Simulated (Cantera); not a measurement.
Feed: 1 mol C3H8, 2.7 mol NH3, 29 mol H2, at 133 Pa.

Equilibrium computed with Cantera from the NASA thermochemical tables; the gas is ideal and each condensed phase is pure. Candidate condensed phases: C, C6H6, C7H8, C8H18; 92 gas species. Rates play no part.

Question: Which condensed phases are stable at each of these points (T (K)): 2225, 2325, 2425, 2525, 2625, 2725, 2825?

Answer: 
```
T (K)  condensed phases  C condensed (%)
-----  ----------------  ---------------
2225        C(graphite)             85.7
2325        C(graphite)             79.5
2425        C(graphite)             71.6
2525        C(graphite)             61.0
2625        C(graphite)             40.6
2725           gas only              0.0
2825           gas only              0.0
```

From 2225 K to 2625 K the condensed part is C(graphite). From 2725 K to 2825 K nothing is condensed.
